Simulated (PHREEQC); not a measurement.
Consider water at 25 °C with 1.7 mol/kgw MgSO4 and 0.21 mol/kgw K2SO4. Closed to the air; pH follows from the charge balance.

Model: Pitzer model, pitzer.dat, run in PHREEQC.

This is a speciation only: nothing precipitates in the calculation.

### Question
Estimate the activity of water, density, osmotic coefficient.

### Answer
activity of water 0.957; density 1.203 g/cm³; osmotic coefficient 0.611.

Complexes and solids missing from the database can't appear.
